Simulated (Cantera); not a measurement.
## Transport properties of process gases

Gas mixture: N2O : CO2 = 0.64 : 0.15 (molar parts), at 1500 Pa, frozen composition.

Cantera's kinetic-theory transport with the Lennard-Jones parameters of GRI-Mech 3.0, ideal gas; thermal conductivity in the mixture-averaged form. The composition is frozen, though it would react at the higher temperatures.

```json
[
 {"T (K)": "400", "ρ (kg/m³)": "0.0199", "cp (J/kg/K)": "964.1", "μ (µPa s)": "19.5", "λ (mW/m/K)": "25.4", "Pr": "0.740", "D (cm²/s) CO2": "13.0", "D (cm²/s) NH3": "19.0", "D (cm²/s) OH": "27.8"},
 {"T (K)": "500", "ρ (kg/m³)": "0.0159", "cp (J/kg/K)": "1037", "μ (µPa s)": "23.6", "λ (mW/m/K)": "33.2", "Pr": "0.738", "D (cm²/s) CO2": "19.6", "D (cm²/s) NH3": "29.3", "D (cm²/s) OH": "41.1"},
 {"T (K)": "600", "ρ (kg/m³)": "0.0132", "cp (J/kg/K)": "1097", "μ (µPa s)": "27.4", "λ (mW/m/K)": "40.8", "Pr": "0.738", "D (cm²/s) CO2": "27.3", "D (cm²/s) NH3": "41.4", "D (cm²/s) OH": "56.4"},
 {"T (K)": "700", "ρ (kg/m³)": "0.0113", "cp (J/kg/K)": "1146", "μ (µPa s)": "30.9", "λ (mW/m/K)": "48.1", "Pr": "0.737", "D (cm²/s) CO2": "36.0", "D (cm²/s) NH3": "55.1", "D (cm²/s) OH": "73.4"},
 {"T (K)": "800", "ρ (kg/m³)": "0.00993", "cp (J/kg/K)": "1187", "μ (µPa s)": "34.2", "λ (mW/m/K)": "55.0", "Pr": "0.738", "D (cm²/s) CO2": "45.6", "D (cm²/s) NH3": "70.3", "D (cm²/s) OH": "92.1"},
 {"T (K)": "900", "ρ (kg/m³)": "0.00882", "cp (J/kg/K)": "1222", "μ (µPa s)": "37.3", "λ (mW/m/K)": "61.7", "Pr": "0.738", "D (cm²/s) CO2": "56.0", "D (cm²/s) NH3": "86.9", "D (cm²/s) OH": "112"},
 {"T (K)": "1000", "ρ (kg/m³)": "0.00794", "cp (J/kg/K)": "1251", "μ (µPa s)": "40.2", "λ (mW/m/K)": "68.2", "Pr": "0.738", "D (cm²/s) CO2": "67.2", "D (cm²/s) NH3": "105", "D (cm²/s) OH": "134"},
 {"T (K)": "1100", "ρ (kg/m³)": "0.00722", "cp (J/kg/K)": "1272", "μ (µPa s)": "43.0", "λ (mW/m/K)": "74.4", "Pr": "0.735", "D (cm²/s) CO2": "79.1", "D (cm²/s) NH3": "124", "D (cm²/s) OH": "157"}
]
```
D: mixture-averaged diffusion coefficient of that species in the mixture.
